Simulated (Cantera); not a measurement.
A Cantera script and what it prints.

```python
import numpy as np
import cantera as ct

gas_names = """
    B BN BO BO2 B2 B2O B2O2 B2O3 N NO NO2 NO3 N2 N2O O O2 O3
""".split()
cond_names = """
    B(b) B(L) BN(s) B2O3(L)
""".split()


# ... load() reads the species with a 1 bar reference pressure and builds the phases ...
atoms = {
    'BN': {'B': 1, 'N': 1},
    'O2': {'O': 2},
    'N2': {'N': 2},
}
top_T = {'BN(s)': 3200}  # K; cautious upper limits of use, not melting points


# ... equilibrate(T, P, feed) seeds the gas with the atoms and calls Mixture.equilibrate('TP', solver="vcs", rtol=1e-11, max_steps=5000) ...
results = []
feed = {'BN': 1, 'O2': 1.4, 'N2': 1.1}  # mol
P = 25  # Pa
for T in [1173, 1223, 1273, 1323, 1373, 1423, 1473, 1523, 1573]:
    mix = equilibrate(T, P, feed)
    results.append((T, P, feed, dict(zip(mix.species_names, mix.species_moles))))
    x = sorted(zip(gas.X, gas.species_names), reverse=True)
    print(f"T = {T:g} K  P = {P:g} Pa  gas = {mix.phase_moles(0):.4g} mol")
    print("   x: " + "  ".join(f"{s} {v:.3e}" for v, s in x if v > 1e-05))
    print("   condensed (mol): " + ("  ".join(f"{mix.phase(i).name} {mix.phase_moles(i):.4g}"
          for i in range(1, mix.n_phases) if mix.phase_moles(i) > 1e-12) or "none"))
```

Output:

```
T = 1173 K  P = 25 Pa  gas = 2.25 mol
   x: N2 7.110e-01  O2 2.888e-01  NO 1.764e-04  B2O3 1.490e-05
   condensed (mol): B2O3(L) 0.5
T = 1223 K  P = 25 Pa  gas = 2.25 mol
   x: N2 7.109e-01  O2 2.887e-01  NO 2.588e-04  B2O3 7.693e-05  BO2 1.023e-05
   condensed (mol): B2O3(L) 0.4998
T = 1273 K  P = 25 Pa  gas = 2.251 mol
   x: N2 7.107e-01  O2 2.886e-01  NO 3.683e-04  B2O3 3.471e-04  BO2 3.668e-05
   condensed (mol): B2O3(L) 0.4992
T = 1323 K  P = 25 Pa  gas = 2.253 mol
   x: N2 7.098e-01  O2 2.882e-01  B2O3 1.390e-03  NO 5.099e-04  BO2 1.191e-04
   condensed (mol): B2O3(L) 0.4967
T = 1373 K  P = 25 Pa  gas = 2.262 mol
   x: N2 7.070e-01  O2 2.869e-01  B2O3 5.008e-03  NO 6.874e-04  BO2 3.537e-04  O 2.088e-05
   condensed (mol): B2O3(L) 0.4883
T = 1423 K  P = 25 Pa  gas = 2.289 mol
   x: N2 6.985e-01  O2 2.832e-01  B2O3 1.641e-02  BO2 9.690e-04  NO 8.995e-04  O 4.532e-05
   condensed (mol): B2O3(L) 0.4613
T = 1473 K  P = 25 Pa  gas = 2.372 mol
   x: N2 6.741e-01  O2 2.728e-01  B2O3 4.942e-02  BO2 2.459e-03  NO 1.128e-03  O 9.220e-05
   condensed (mol): B2O3(L) 0.3799
T = 1523 K  P = 25 Pa  gas = 2.623 mol
   x: N2 6.093e-01  O2 2.456e-01  B2O3 1.379e-01  BO2 5.756e-03  NO 1.300e-03  O 1.729e-04
   condensed (mol): B2O3(L) 0.1308
T = 1573 K  P = 25 Pa  gas = 2.757 mol
   x: N2 5.796e-01  O2 2.326e-01  B2O3 1.769e-01  BO2 9.043e-03  NO 1.552e-03  O 3.186e-04
   condensed (mol): none
```

These are equilibrium values from Cantera (NASA tables, ideal gas, pure condensed phases), not measurements of a reactor.
